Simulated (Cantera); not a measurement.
Mixture: 2.57 % CH4, 0.385 % C2H6, 0.308 % C3H8, 15.4 % O2, 73.9 % N2, 7.44 % H2O, equivalence ratio 0.52, at 25.0 bar, adiabatic and at constant pressure. Ignition delay is the time to a rise of 400 K.

Computed with Cantera and GRI-Mech 3.0 (53 species, 325 reactions). The pressure lies above the range GRI-Mech 3.0 was tuned for (to about 10 atm).

### Question
Predict: delay at 1273 K; delay at 1373 K; delay at 1473 K; delay at 1573 K; delay at 1673 K; apparent activation energy between 1623 and 1723 K.

### Answer
```json
{
  "delay at 1273 K": "0.236 ms",
  "delay at 1373 K": "74.9 µs",
  "delay at 1473 K": "27.9 µs",
  "delay at 1573 K": "12.0 µs",
  "delay at 1673 K": "5.80 µs",
  "apparent activation energy between 1623 and 1723 K": "160 kJ/mol"
}
```
